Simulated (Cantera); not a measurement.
An isothermal, constant-pressure homogeneous reactor starts with H₂ : O₂ : N₂ = 3.2 : 1 : 0.73 (molar parts), equivalence ratio 1.6, at 1275 K and 0.0267 bar.

Cantera simulation using the H2/O2 subset of GRI-Mech 3.0, which has no nitrogen chemistry; the numbers are that mechanism's predictions, not measurements. Radical loss at walls, strong at low pressure, is not modelled. The temperature is held fixed by assumption; the heat of reaction is taken as removed at once.

One state of this run: x H₂ = 0.196; x O₂ = 0.00510; x O = 0.00460; x HO₂ = 3.19e-7; x H₂O = 0.435; x OH = 0.00488; x H₂O₂ = 1.11e-7. x: mole fraction; the columns are a selection and need not sum to one.

Which value of t (s) does it belong to?
(A) 0.130
(B) 0.0783
(C) 0.00369
(D) 0.00614

D, 0.00614
